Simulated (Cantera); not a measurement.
Input: 1 mol SiH2Cl2, 0.06 mol HCl, 13 mol H2, held at 825 °C and 6.23 Torr.

Method: chemical equilibrium by Gibbs-energy minimisation in Cantera with the NASA 1993 tables (ideal gas, pure condensed phases). Candidate condensed phases: Si; 19 gas species. The tables' values for SiCl3 are old estimates; treat these amounts as uncertain. Kinetics and transport are ignored.

Base state: H2 0.923, HCl 0.0507, SiCl4 0.0146, SiCl2 0.00565, SiHCl3 0.00387, SiCl3 0.00242, SiH2Cl2 0.000123 (mole fractions); condensed: Si(s).

Task: What changes in the equilibrium state with this change: temperature from 825 °C to 952 °C?

Result: 
```tsv
species	before	after
H2	0.923	0.898
HCl	0.0507	0.0780
SiCl2	0.00565	0.0165
SiCl4	0.0146	0.00360
SiHCl3	0.00387	0.00129
SiH2Cl2	0.000123	6.21e-5
SiCl3	0.00242	0.00274
Si(s), mol	0.606	0.638
```
